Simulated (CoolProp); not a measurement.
Model: reference Helmholtz-energy equation of state, Lemmon 2006, in CoolProp. It is a short technical equation, of lower accuracy than the large ones.

### Question
For C2F6 (R116), give the phase and the cv (kJ/(kg K)), Joule-Thomson coefficient (K/MPa) at 425 K and 0.0964 MPa; 425 K and 0.219 MPa; 425 K and 0.499 MPa.

### Answer
- 425 K and 0.0964 MPa: gas; cv 0.878, Joule-Thomson coefficient 3.25
- 425 K and 0.219 MPa: gas; cv 0.879, Joule-Thomson coefficient 3.26
- 425 K and 0.499 MPa: gas; cv 0.880, Joule-Thomson coefficient 3.27
